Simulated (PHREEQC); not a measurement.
PHREEQC input (ion-association model, phreeqc.dat):

```
SOLUTION 1
  temp 25
  units mol/kgw
  pH 7 charge
  Cl 0.19
  Li 0.19
END
SELECTED_OUTPUT 1
  -reset false
  -pH true
  -pe true
  -ionic_strength true
  -water true
  -totals Ca Cl Li S S(-2) S(6)
  -molalities H+ Ca+2 Cl- SO4-2 Li+ OH- O2 HSO4- S-2 HS-
    H2S CaOH+ CaSO4 CaHSO4+ LiSO4-
  -equilibrium_phases Gypsum
PRINT
  -reset false
USE solution 1
REACTION 1
  CaCl2 1
  0 0.00833 0.0167 0.025 0.0333 0.0417 0.05 0.0583 0.0667 0.075 0.0833 0.0917 0.1 moles
EQUILIBRIUM_PHASES 1
  Gypsum 0 0.2
  O2(g) -0.68 10
END
```

Selected output (columns that matter, 13 of 13 rows; CaCl2 added (mol) added in front):

```
CaCl2 added (mol)	pH	mu	Ca	Cl	Li	S	m_H+	m_Ca+2	m_Cl-	m_SO4-2	m_Li+	m_OH-	m_CaSO4	Gypsum
0	7.0359	0.26374	0.024767	0.18983	0.18983	0.024767	1.1699e-07	0.020311	0.18983	0.016645	0.18616	1.5947e-07	0.0044561	0.17521
0.00833	7.0187	0.2762	0.029616	0.2065	0.18985	0.021293	1.2198e-07	0.02517	0.2065	0.013839	0.18685	1.5408e-07	0.0044462	0.17869
0.0167	7.0032	0.29168	0.035305	0.22325	0.18987	0.018616	1.2673e-07	0.030871	0.22325	0.011686	0.18738	1.4961e-07	0.0044335	0.18137
0.025	6.9897	0.30937	0.041592	0.23986	0.18989	0.016607	1.311e-07	0.037173	0.23986	0.010077	0.18778	1.4601e-07	0.0044186	0.18338
0.0333	6.9778	0.32881	0.048359	0.25646	0.1899	0.015077	1.3513e-07	0.043957	0.25646	0.0088576	0.18808	1.4306e-07	0.0044023	0.18491
0.0417	6.967	0.34976	0.055561	0.27326	0.1899	0.013882	1.389e-07	0.051177	0.27326	0.0079098	0.18832	1.4058e-07	0.0043845	0.18611
0.05	6.9575	0.37136	0.062929	0.28986	0.18991	0.012952	1.4236e-07	0.058562	0.28986	0.0071759	0.1885	1.3851e-07	0.0043663	0.18704
0.0583	6.9489	0.39363	0.070477	0.30647	0.18992	0.012202	1.456e-07	0.066129	0.30647	0.0065879	0.18865	1.3672e-07	0.0043475	0.18779
0.0667	6.9409	0.41664	0.078252	0.32327	0.18992	0.01158	1.4868e-07	0.073924	0.32327	0.0061021	0.18877	1.3513e-07	0.0043281	0.18842
0.075	6.9337	0.43975	0.086035	0.33986	0.18992	0.011065	1.5155e-07	0.081726	0.33986	0.0057031	0.18887	1.3373e-07	0.0043086	0.18893
0.0833	6.9269	0.46314	0.093894	0.35646	0.18993	0.010626	1.5429e-07	0.089605	0.35646	0.0053656	0.18896	1.3246e-07	0.0042891	0.18937
0.0917	6.9205	0.48702	0.10191	0.37326	0.18993	0.010244	1.5693e-07	0.097641	0.37326	0.005073	0.18903	1.3129e-07	0.0042691	0.18975
0.1	6.9145	0.5108	0.10988	0.38986	0.18993	0.0099129	1.5943e-07	0.10563	0.38986	0.004822	0.18909	1.3023e-07	0.0042494	0.19008
```
